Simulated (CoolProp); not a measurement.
The numbers come from the reference Helmholtz-energy equation of state, Bücker 2006 in CoolProp.

Task: Give the vapour pressure (MPa), liquid density (kg/m³), vapour density (kg/m³), enthalpy of vaporisation (kJ/kg) of saturated isobutane at 338.5 K.

Result: 
| T (K) | p (MPa) | liquid density (kg/m³) | vapour density (kg/m³) | enthalpy of vaporisation (kJ/kg) |
|---|---|---|---|---|
| 338.5 | 0.982 | 494 | 25.5 | 277 |
